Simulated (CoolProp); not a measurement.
A single-stage vapour-compression cycle with the fluid: evaporating at 254.15 K (dew point), condensing at 302.15 K (bubble point), superheat 5 K, subcooling 8 K, compressor efficiency 0.7, no pressure losses. The same conditions are run with several fluids, on thermodynamics alone (safety and materials aside).

Computed with CoolProp (reference Helmholtz-energy equation of state of each fluid (trans-2-butene: Lemmon 2005; propane: Lemmon 2009; C3F8 (R218): Lemmon 2006; ammonia: Gao 2020; CH2F2 (R32): Tillner-Roth 1997; R236FA: Pan 2012)).

```csv
fluid,cooling COP,pressure ratio,discharge temperature (K),refrigerating effect (kJ/kg),volumetric capacity (kJ/m³)
trans-2-butene,3.30,[?],330.2,341,402
propane,3.14,4.15,328.8,307,1710
C3F8 (R218),2.71,4.54,302.2,59.0,1190
ammonia,3.11,5.70,430.7,1150,1880
CH2F2 (R32),3.03,[?],[?],278,3120
R236FA,3.15,[?],313.5,[?],412
```

**Question.** Fill in the missing entries.

**Answer.** 
- trans-2-butene, pressure ratio: 5.98
- CH2F2 (R32), pressure ratio: 4.46
- CH2F2 (R32), discharge temperature (K): 374.9
- R236FA, pressure ratio: 6.75
- R236FA, refrigerating effect (kJ/kg): 124

The compression ends wet for: C3F8 (R218).
